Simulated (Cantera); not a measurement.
A Cantera script and what it prints.

```python
import numpy as np
import cantera as ct

gas_names = """
    H H2 N NH NH2 NH3 N2 N2H2 N2H4 Si SiH SiH2 SiH3 SiH4 SiN Si2 Si2N Si3
""".split()
cond_names = """
    Si(cr) Si(L) Si3N4(a)
""".split()


def load(file, names, dense=False):
    # The tables refer to 1 bar. Condensed volumes are neglected.
    table = {s.name: s for s in ct.Species.list_from_file(file)}
    out = []
    for n in names:
        d = dict(table[n].input_data)
        d["thermo"] = dict(d["thermo"], **{"reference-pressure": 1e5})
        if dense:
            d["equation-of-state"] = {"model": "constant-volume", "density": "1e6 g/cm^3"}
        out.append(ct.Species.from_dict(d))
    return out


gas = ct.Solution(thermo="ideal-gas", species=load("nasa_gas.yaml", gas_names))
cond = {s.name: ct.Solution(thermo="fixed-stoichiometry", species=[s], name=s.name)
        for s in load("nasa_condensed.yaml", cond_names, dense=True)}
atoms = {
    'SiH4': {'Si': 1, 'H': 4},
    'N2': {'N': 2},
    'NH3': {'N': 1, 'H': 3},
}
top_T = {'Si3N4(a)': 2400}  # K; cautious upper limits of use, not melting points


def equilibrate(T, P, feed):
    n = {}
    for name, mol in feed.items():
        for a, k in atoms[name].items():
            n[a] = n.get(a, 0.0) + k * mol
    gas.TPX = T, P, n
    mass = sum(n.values()) * gas.mean_molecular_weight
    gas.equilibrate("TP")
    valid = [c for c in cond.values() if c.min_temp <= T <= top_T.get(c.name, c.max_temp)]
    mix = ct.Mixture([(gas, mass / gas.mean_molecular_weight)] + [(c, 0.0) for c in valid])
    mix.T, mix.P = T, P
    mix.equilibrate("TP", solver="vcs", rtol=1e-11, max_steps=5000)
    return mix


results = []
feed = {'SiH4': 1, 'N2': 26, 'NH3': 0.68}  # mol
T = 1325  # K
P = 100000  # Pa
mix = equilibrate(T, P, feed)
results.append((T, P, feed, dict(zip(mix.species_names, mix.species_moles))))
print(gas.report(threshold=1e-05))
for i in range(1, mix.n_phases):
    print(f"{mix.phase(i).name:16s} {mix.phase_moles(i):12.5e} mol")
```

It prints:

```
       temperature   1325 K
          pressure   1e+05 Pa
           density   0.22945 kg/m^3
  mean mol. weight   25.278 kg/kmol
   phase of matter   gas

                          1 kg             1 kmol
                     ---------------   ---------------
          enthalpy        1.2726e+06        3.2168e+07  J
   internal energy        8.3677e+05        2.1152e+07  J
           entropy            9248.6        2.3378e+05  J/K
    Gibbs function       -1.0982e+07        -2.776e+08  J
 heat capacity c_p            1340.5             33885  J/K
 heat capacity c_v            1011.6             25570  J/K

                      mass frac. Y      mole frac. X     chem. pot. / RT
                     ---------------   ---------------   ---------------
                H2         0.0083937           0.10525             -20.5
                N2            0.9916           0.89475            -25.75
     [  +16 minor]        2.4681e-06        4.1624e-06

Si(cr)            0.00000e+00 mol
Si3N4(a)          3.33333e-01 mol
```

Equilibrium computed with Cantera from the NASA thermochemical tables; the gas is ideal and each condensed phase is pure.
